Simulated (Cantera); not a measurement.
A closed system holds: 1 mol toluene, 0.01 mol O₂, 13 mol H₂, 0.6 mol H₂O, held at 1100 K and 0.563 Torr.

Equilibrium computed with Cantera from the NASA thermochemical tables; the gas is ideal and each condensed phase is pure. Equilibrium is a limit: real reactors are often held back by kinetics, nucleation or transport.

```
species            before    after
----------------  -------  -------
H₂                  0.966    0.989
CO                 0.0340   0.0109
CH₄               2.51e-5  2.63e-5
C(graphite), mol     6.38     6.81
```
Gas species are given as mole fractions.

Which change was made?
A) pressure from 0.563 Torr to 750 Torr
B) temperature from 1100 K to 1800 K
C) toluene replaced by acetone
D) H₂O from 0.6 to 0.17 mol

D, H₂O from 0.6 to 0.17 mol
